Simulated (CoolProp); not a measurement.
Dodecamethylpentasiloxane (MD3M) along the isotherm 429.4 K: density (kg/m³) from the reference equation and from simpler models built on Tc = 628.0 K, pc = 0.9540 MPa, ω = 0.730; each cubic takes its own stable root.

Values from CoolProp's reference Helmholtz-energy equation of state, Thol 2019.

```
p (MPa)   phase  reference
-------  ------  ---------
0.0151   liquid      739.1
0.0228   liquid      739.1
0.0343   liquid      739.2
0.0518   liquid      739.2
0.0781   liquid      739.3
0.118    liquid      739.5
0.178    liquid      739.7
0.268    liquid      740.0
0.405    liquid      740.5
0.61     liquid      741.2
0.921    liquid      742.2
1.39     liquid      743.8
2.1      liquid      746.1
3.16     liquid      749.4
4.77     liquid      754.2
```

### Question
How far does each simpler model (van der Waals, Peng-Robinson) lie from the reference over these 15 states: mean and median of the absolute difference, and the worst?

### Answer
- van der Waals: mean 65.5 %, median 44.8 %, worst -99.8 % at 429.4 K and 0.0151 MPa
- Peng-Robinson: mean 0.2 %, median 0.2 %, worst +0.7 % at 429.4 K and 4.77 MPa

At some of these states van der Waals gives the other phase, because its saturation line lies elsewhere.
